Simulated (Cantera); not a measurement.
Input: 1 mol MgO, 2.6 mol HBr, 24 mol N2, equilibrated at 76.0 Pa.

Equilibrium computed with Cantera from the NASA thermochemical tables; the gas is ideal and each condensed phase is pure. Candidate condensed phases: Br2, H2O, Mg, MgBr2, MgO, Mg(OH)2; 36 gas species. The numbers say what is thermodynamically allowed, not how fast it happens.

x: gas mole fraction; n: condensed amount in mol.

| T (K) | x N2 | x HBr | x Br | x H2O | n MgO(s) |
|---|---|---|---|---|---|
| 1100 | 0.901 | 0.0896 | 0.00205 | [?] | 0.920 |
| 1125 | 0.901 | 0.0882 | 0.00260 | [?] | 0.909 |
| 1150 | 0.901 | 0.0866 | 0.00326 | [?] | 0.897 |
| 1175 | 0.900 | 0.0849 | 0.00403 | [?] | 0.885 |
| 1200 | 0.900 | 0.0829 | 0.00494 | [?] | 0.872 |
| 1225 | 0.900 | 0.0809 | 0.00598 | [?] | 0.859 |
| 1250 | 0.899 | 0.0786 | 0.00717 | [?] | 0.846 |
| 1275 | 0.898 | 0.0762 | 0.00852 | 0.00628 | 0.832 |
| 1300 | 0.898 | 0.0737 | 0.0100 | 0.00676 | 0.819 |
| 1325 | 0.897 | 0.0710 | 0.0117 | 0.00723 | 0.807 |
| 1350 | 0.896 | 0.0682 | 0.0135 | 0.00767 | 0.795 |
| 1375 | 0.895 | 0.0653 | 0.0155 | 0.00808 | 0.783 |

Complete the blanks.


- 1100, x H2O: 0.00299
- 1125, x H2O: 0.00341
- 1150, x H2O: 0.00386
- 1175, x H2O: 0.00432
- 1200, x H2O: 0.00480
- 1225, x H2O: 0.00529
- 1250, x H2O: 0.00579
